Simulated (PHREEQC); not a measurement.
# Copper plating or etch bath: an equilibrium model

Make-up at 20 °C: 0.25 mol CuSO4 and 0.00085 mol HBF4 per kg of water. Closed to the air; pH follows from the charge balance.

Model: ion-association model, phreeqc.dat, run in PHREEQC.

This is a speciation only: nothing precipitates in the calculation.

Problem. Predict the pH.

Solution. pH 3.24.

Problem. In which forms is Cu present?

Solution. CuSO4 53 %, Cu+2 47 % of the Cu.

Real BF4- forms and hydrolyses slowly; the run takes it at equilibrium.
